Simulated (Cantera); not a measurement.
Input (Python, Cantera):

```python
import numpy as np
import cantera as ct

gas = ct.Solution("gri30.yaml", transport_model="mixture-averaged")
show = ['N2', 'O', 'NH3']

rows = []
print(f"{'T/K':>7s}{'rho':>11s}{'cp':>10s}{'mu':>11s}{'lambda':>11s}{'Pr':>7s}" + "".join(f"{'D_' + s:>11s}" for s in show))
for T in [400, 600, 800, 1000, 1200, 1400, 1600]:
    gas.TPX = T, 1333, {'H2O': 0.92}
    Pr = gas.cp_mass * gas.viscosity / gas.thermal_conductivity
    D = [gas.mix_diff_coeffs_mole[gas.species_index(s)] for s in show]
    rows.append([gas.density, gas.cp_mass, gas.viscosity, gas.thermal_conductivity, Pr, *D])
    print(f"{T:7g}{gas.density:11.4e}{gas.cp_mass:10.1f}{gas.viscosity:11.4e}"
          f"{gas.thermal_conductivity:11.4e}{Pr:7.3f}" + "".join(f"{d:11.4e}" for d in D))
print("SI units: kg/m3, J/kg/K, Pa s, W/m/K, m2/s")
```

Result:

```
    T/K        rho        cp         mu     lambda     Pr       D_N2        D_O      D_NH3
    400 7.2205e-03    1902.2 1.3967e-05 3.6994e-02  0.718 3.0108e-03 4.9200e-03 2.6660e-03
    600 4.8137e-03    2016.1 2.1488e-05 6.0361e-02  0.718 6.3982e-03 1.0278e-02 6.1136e-03
    800 3.6103e-03    2150.0 2.8971e-05 8.7299e-02  0.714 1.0713e-02 1.7043e-02 1.0846e-02
   1000 2.8882e-03    2292.2 3.6247e-05 1.1676e-01  0.712 1.5837e-02 2.5048e-02 1.6727e-02
   1200 2.4068e-03    2435.6 4.3256e-05 1.4765e-01  0.714 2.1693e-02 3.4180e-02 2.3649e-02
   1400 2.0630e-03    2565.4 4.9979e-05 1.7919e-01  0.716 2.8225e-02 4.4360e-02 3.1527e-02
   1600 1.8051e-03    2681.4 5.6416e-05 2.1081e-01  0.718 3.5393e-02 5.5528e-02 4.0291e-02
SI units: kg/m3, J/kg/K, Pa s, W/m/K, m2/s
```

Model: GRI-Mech 3.0 (53 species, 325 reactions), integrated in Cantera. Polar gases are described roughly by these parameters.
